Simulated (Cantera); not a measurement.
# Thermodynamics of fluorocarbon and chlorocarbon gases, feed CH3Cl

Input: 1 mol CH3Cl, equilibrated at 75.0 Torr.

Equilibrium computed with Cantera from the NASA thermochemical tables; the gas is ideal and each condensed phase is pure. Candidate condensed phases: C, C6H6, C7H8, C8H18; 91 gas species. Equilibrium is a limit: real reactors are often held back by kinetics, nucleation or transport.

| T (°C) | x HCl | x H2 | x CH4 | x H | x Cl | x C2H2 (acetylene) | x CH3 | n C(graphite) |
|---|---|---|---|---|---|---|---|---|
| 602 | 0.505 | 0.485 | 0.0103 | 1.10e-10 | 1.14e-10 | 1.15e-11 | 3.65e-11 | 0.980 |
| 702 | 0.502 | 0.495 | 0.00308 | 2.55e-9 | 2.43e-9 | 2.82e-10 | 2.69e-10 | 0.994 |
| 802 | 0.501 | 0.498 | 0.00112 | 3.28e-8 | 2.97e-8 | 3.75e-9 | 1.33e-9 | 0.998 |
| 902 | 0.500 | 0.499 | 0.000477 | 2.74e-7 | 2.40e-7 | 3.18e-8 | 4.95e-9 | 0.999 |
| 1002 | 0.500 | 0.500 | 0.000231 | 1.65e-6 | 1.40e-6 | 1.92e-7 | 1.49e-8 | 1.000 |
| 1102 | 0.500 | 0.500 | 0.000124 | 7.66e-6 | 6.35e-6 | 8.89e-7 | 3.80e-8 | 1.000 |
| 1202 | 0.500 | 0.500 | 7.26e-5 | 2.90e-5 | 2.35e-5 | 3.33e-6 | 8.52e-8 | 1.000 |
| 1302 | 0.500 | 0.500 | 4.54e-5 | 9.29e-5 | 7.38e-5 | 1.05e-5 | 1.72e-7 | 1.000 |
| 1402 | 0.500 | 0.500 | 3.01e-5 | 0.000260 | 0.000203 | 2.90e-5 | 3.18e-7 | 1.000 |
| 1502 | 0.499 | 0.500 | 2.09e-5 | 0.000647 | 0.000497 | 7.11e-5 | 5.48e-7 | 1.000 |
| 1602 | 0.498 | 0.499 | 1.51e-5 | 0.00146 | 0.00111 | 0.000158 | 8.90e-7 | 0.999 |
| 1702 | 0.496 | 0.498 | 1.13e-5 | 0.00305 | 0.00227 | 0.000323 | 1.37e-6 | 0.999 |
x: gas mole fraction; n: condensed amount in mol.

From 602 °C to 1702 °C the condensed part is C(graphite). The main C-bearing gas is CH4 at 602 °C and C2H2 (acetylene) at 1702 °C.
